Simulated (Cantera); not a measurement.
A Cantera script and what it prints.

```python
import numpy as np
import cantera as ct

gas_names = [...]  # 109 gases of nasa_gas.yaml made of C, Cl, H, Si
cond_names = """
    C(gr) C6H6(L) C7H8(L) C8H18(L),n-octa Si(cr) Si(L) SiC(b)
""".split()


# ... load() reads the species with a 1 bar reference pressure and builds the phases ...
atoms = {
    'CH3SiCl3': {'C': 1, 'H': 3, 'Si': 1, 'CL': 3},
    'C2H4': {'C': 2, 'H': 4},
    'H2': {'H': 2},
    'HCl': {'H': 1, 'CL': 1},
}
top_T = {'C(gr)': 4500, 'SiC(b)': 3050}  # K; cautious upper limits of use, not melting points


# ... equilibrate(T, P, feed) seeds the gas with the atoms and calls Mixture.equilibrate('TP', solver="vcs", rtol=1e-11, max_steps=5000) ...
results = []
feed = {'CH3SiCl3': 1, 'C2H4': 0.019, 'H2': 300, 'HCl': 1.7}  # mol
P = 2500  # Pa
for T in [1898, 1948, 1998, 2048, 2098, 2148, 2198, 2248, 2298, 2348, 2398, 2448]:
    mix = equilibrate(T, P, feed)
    results.append((T, P, feed, dict(zip(mix.species_names, mix.species_moles))))
    x = sorted(zip(gas.X, gas.species_names), reverse=True)
    print(f"T = {T:g} K  P = {P:g} Pa  gas = {mix.phase_moles(0):.4g} mol")
    print("   x: " + "  ".join(f"{s} {v:.3e}" for v, s in x if v > 1e-06))
    print("   condensed (mol): " + ("  ".join(f"{mix.phase(i).name} {mix.phase_moles(i):.4g}"
          for i in range(1, mix.n_phases) if mix.phase_moles(i) > 1e-12) or "none"))
```

Result:

```
T = 1898 K  P = 2500 Pa  gas = 305.5 mol
   x: H2 9.796e-01  HCL 1.523e-02  H 4.893e-03  C2H2,acetylene 1.040e-04  CL 5.743e-05  SiCL2 4.456e-05  Si 3.407e-05  CH4 7.207e-06  SiH 4.652e-06  SiCL 4.135e-06  SiH2 3.911e-06
   condensed (mol): SiC(b) 0.9716
T = 1948 K  P = 2500 Pa  gas = 305.9 mol
   x: H2 9.774e-01  HCL 1.517e-02  H 7.065e-03  C2H2,acetylene 1.384e-04  CL 8.223e-05  Si 8.157e-05  SiCL2 5.269e-05  SiH 9.802e-06  SiCL 7.608e-06  SiH2 6.723e-06  CH4 5.990e-06  Si2C 1.784e-06
   condensed (mol): SiC(b) 0.9502
T = 1998 K  P = 2500 Pa  gas = 306.3 mol
   x: H2 9.743e-01  HCL 1.510e-02  H 1.001e-02  C2H2,acetylene 2.000e-04  Si 1.779e-04  CL 1.156e-04  SiCL2 5.873e-05  SiH 1.893e-05  SiCL 1.291e-05  SiH2 1.070e-05  CH4 5.269e-06  Si2C 4.837e-06  SiC2 1.976e-06  CH3 1.072e-06
   condensed (mol): SiC(b) 0.9108
T = 2048 K  P = 2500 Pa  gas = 307 mol
   x: H2 9.701e-01  HCL 1.500e-02  H 1.395e-02  Si 3.583e-04  C2H2,acetylene 3.077e-04  CL 1.597e-04  SiCL2 6.234e-05  SiH 3.391e-05  SiCL 2.047e-05  SiH2 1.594e-05  Si2C 1.197e-05  SiC2 5.583e-06  CH4 4.850e-06  CH3 1.371e-06
   condensed (mol): SiC(b) 0.8399
T = 2098 K  P = 2500 Pa  gas = 307.9 mol
   x: H2 9.644e-01  H 1.911e-02  HCL 1.489e-02  Si 6.773e-04  C2H2,acetylene 4.910e-04  CL 2.171e-04  SiCL2 6.391e-05  SiH 5.730e-05  SiCL 3.076e-05  Si2C 2.750e-05  SiH2 2.258e-05  SiC2 1.544e-05  CH4 4.603e-06  CH3 1.779e-06  Si2 1.139e-06
   condensed (mol): SiC(b) 0.7152
T = 2148 K  P = 2500 Pa  gas = 309.2 mol
   x: H2 9.568e-01  H 2.578e-02  HCL 1.474e-02  Si 1.219e-03  C2H2,acetylene 7.938e-04  CL 2.906e-04  SiH 9.258e-05  SiCL2 6.401e-05  Si2C 5.959e-05  SiCL 4.443e-05  SiC2 4.145e-05  SiH2 3.081e-05  CH4 4.444e-06  Si2 2.438e-06  CH3 2.315e-06
   condensed (mol): SiC(b) 0.5
T = 2198 K  P = 2500 Pa  gas = 310.9 mol
   x: H2 9.469e-01  H 3.427e-02  HCL 1.455e-02  Si 2.114e-03  C2H2,acetylene 1.279e-03  CL 3.832e-04  SiH 1.445e-04  Si2C 1.232e-04  SiC2 1.074e-04  SiCL2 6.313e-05  SiCL 6.228e-05  SiH2 4.086e-05  Si2 4.926e-06  CH4 4.320e-06  CH3 2.996e-06  C2H 1.594e-06
   condensed (mol): SiC(b) 0.1331
T = 2248 K  P = 2500 Pa  gas = 312.7 mol
   x: H2 9.356e-01  H 4.494e-02  HCL 1.438e-02  Si 2.538e-03  C2H2,acetylene 1.460e-03  CL 5.000e-04  SiH 1.568e-04  SiC2 1.373e-04  Si2C 1.058e-04  SiCL 6.115e-05  SiCL2 4.439e-05  SiH2 3.793e-05  Si2 4.863e-06  CH4 3.569e-06  CH3 3.254e-06  C2H 2.768e-06
   condensed (mol): none
T = 2298 K  P = 2500 Pa  gas = 314.9 mol
   x: H2 9.224e-01  H 5.818e-02  HCL 1.417e-02  Si 2.642e-03  C2H2,acetylene 1.470e-03  CL 6.438e-04  SiH 1.479e-04  SiC2 1.349e-04  Si2C 6.582e-05  SiCL 5.241e-05  SiH2 3.079e-05  SiCL2 2.759e-05  C2H 4.165e-06  Si2 3.668e-06  CH3 3.307e-06  CH4 2.790e-06
   condensed (mol): none
T = 2348 K  P = 2500 Pa  gas = 317.6 mol
   x: H2 9.063e-01  H 7.435e-02  HCL 1.390e-02  Si 2.707e-03  C2H2,acetylene 1.470e-03  CL 8.173e-04  SiH 1.376e-04  SiC2 1.305e-04  SiCL 4.440e-05  Si2C 4.057e-05  SiH2 2.476e-05  SiCL2 1.713e-05  C2H 6.136e-06  CH3 3.335e-06  Si2 2.720e-06  CH4 2.186e-06
   condensed (mol): none
T = 2398 K  P = 2500 Pa  gas = 320.9 mol
   x: H2 8.870e-01  H 9.385e-02  HCL 1.356e-02  Si 2.742e-03  C2H2,acetylene 1.464e-03  CL 1.024e-03  SiH 1.268e-04  SiC2 1.249e-04  SiCL 3.735e-05  Si2C 2.498e-05  SiH2 1.979e-05  SiCL2 1.066e-05  C2H 8.869e-06  CH3 3.338e-06  Si2 2.001e-06  CH4 1.714e-06
   condensed (mol): none
T = 2448 K  P = 2500 Pa  gas = 324.9 mol
   x: H2 8.640e-01  H 1.170e-01  HCL 1.316e-02  Si 2.755e-03  C2H2,acetylene 1.450e-03  CL 1.265e-03  SiC2 1.189e-04  SiH 1.160e-04  SiCL 3.126e-05  SiH2 1.575e-05  Si2C 1.545e-05  C2H 1.260e-05  SiCL2 6.650e-06  CH3 3.313e-06  Si2 1.467e-06  C 1.413e-06  CH4 1.344e-06  C4H2 1.003e-06
   condensed (mol): none
```

Method: chemical equilibrium by Gibbs-energy minimisation in Cantera with the NASA 1993 tables (ideal gas, pure condensed phases). The feed counts by its element totals alone. The tables' values for SiCl are old estimates; treat these amounts as uncertain. Gases not in the tables: Si2H6 and higher silanes.
